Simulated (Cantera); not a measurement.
Thermodynamics of silicon etching in halogen gases, feed Si + F2 + H2

A closed system holds: 1 mol Si, 6.5 mol F2, a varied amount of H2, equilibrated at 1498 K and 1.00 bar.

Cantera equilibrium calculation (NASA polynomials, part measured and part estimated; ideal gas, pure solids and liquids). Candidate condensed phases: Si; 25 gas species. The tables' values for SiF3 are old estimates; treat these amounts as uncertain. Equilibrium is a limit: real reactors are often held back by kinetics, nucleation or transport.

```
n(H2) (mol)    x H2    x HF  x SiF4       x F
-----------  ------  ------  ------  --------
4            <1e-12   0.801   0.100    0.0975
5.2          0.0654   0.841  0.0934   1.53e-9
6.7           0.180   0.738  0.0819  8.08e-10
8.7           0.296   0.634  0.0704  5.42e-10
11            0.394   0.545  0.0606  4.04e-10
15            0.512   0.439  0.0487  2.85e-10
19            0.592   0.367  0.0408  2.22e-10
25            0.672   0.295  0.0327  1.67e-10
32            0.733   0.240  0.0266  1.30e-10
42            0.789   0.190  0.0210  9.93e-11
54            0.832   0.151  0.0167  7.72e-11
71            0.869   0.118  0.0130  5.87e-11
92            0.897  0.0924  0.0102  4.54e-11
```
x: gas mole fraction; nothing condenses.

From 4 mol H2 to 92 mol H2 nothing is condensed. The main Si-bearing gas is SiF4 throughout.
